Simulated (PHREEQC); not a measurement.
A solution holds 0.0013 mol CdCl2, 0.26 mol KCl and 0.09 mol H2SO4 per kg of water, at 45 °C. Closed to the air; pH follows from the charge balance.

The numbers come from PHREEQC with the ion-association model, phreeqc.dat.

| quantity | before | after |
|---|---|---|
| pH | 1.06 | 1.00 |
| HSO4- (mol/kgw) | 0.0659 | 0.0432 |
| SO4-2 (mol/kgw) | 0.0160 | 0.0195 |
| KSO4- (mol/kgw) | 0.00802 | 0.0273 |
| CdCl+ (mol/kgw) | 0.000715 | 0.000246 |
| SI of Sylvite (KCl) | -2.54 | -1.25 |

Q: Name the change that produced these shifts.
A) KCl from 0.26 to 0.39 mol/kgw
B) KCl from 0.26 to 1.3 mol/kgw
C) H2SO4 from 0.09 to 0.45 mol/kgw
D) diluted 100-fold with water

A: B, KCl from 0.26 to 1.3 mol/kgw

Precipitation was switched off in this run. The ionic strength passes 0.7 mol/kgw, the rough limit of the ion-association models, in after. At this temperature some constants are extrapolated from 25 °C, and those without enthalpy data are left unchanged.
